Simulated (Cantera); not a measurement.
## Metals in furnace atmospheres: Al + CO₂ + H₂

Input: 1 mol Al, 3.1 mol CO₂, 210 mol H₂, at 875 °C and 210 Torr.

These are equilibrium values from Cantera (NASA tables, ideal gas, pure condensed phases), not measurements of a reactor. Candidate condensed phases: Al, Al₂O₃, C, C₆H₆, C₇H₈, C₈H₁₈, H₂O; 121 gas species. Equilibrium is a limit: real reactors are often held back by kinetics, nucleation or transport.

```
Item                                       Result
--------------------------------------  ---------
x(H₂)                                       0.978
x(CO)                                      0.0143
x(H₂O)                                    0.00757
x(CH₄)                                   0.000158
x(CO₂)                                    9.37e-5
n(Al₂O₃(s))                             0.500 mol
gas amount                              213.0 mol
log10 activity of C(graphite) (absent)      -1.61
log10 activity of Al(l) (absent)           -14.10
```
